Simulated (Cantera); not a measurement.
A closed system holds: 1 mol B2H6, 8.4 mol H2O, 0.19 mol N2, at 0.670 bar.

Method: chemical equilibrium by Gibbs-energy minimisation in Cantera with the NASA 1993 tables (ideal gas, pure condensed phases). Candidate condensed phases: B, BN, B2O3, B3O3H3, H2O; 39 gas species. The feed counts by its element totals alone. Gases not in the tables: H3BO3. Kinetics and transport are ignored. All values below are at 1425 K.

Base state: H2 0.515, H2O 0.457, N2 0.0163, HBO2 0.00993, (HBO2)3 0.00143 (mole fractions); condensed: B2O3(l).

Problem. What changes in the equilibrium state with this change: pressure from 0.670 bar to 0.0170 bar?

Solution. 
```
species        before     after
------------  -------  --------
H2              0.515     0.502
H2O             0.457     0.422
HBO2          0.00993    0.0599
N2             0.0163    0.0159
B2O3          6.41e-6  0.000253
(HBO2)3       0.00143  0.000202
B2O3(l), mol    0.917     0.635
```
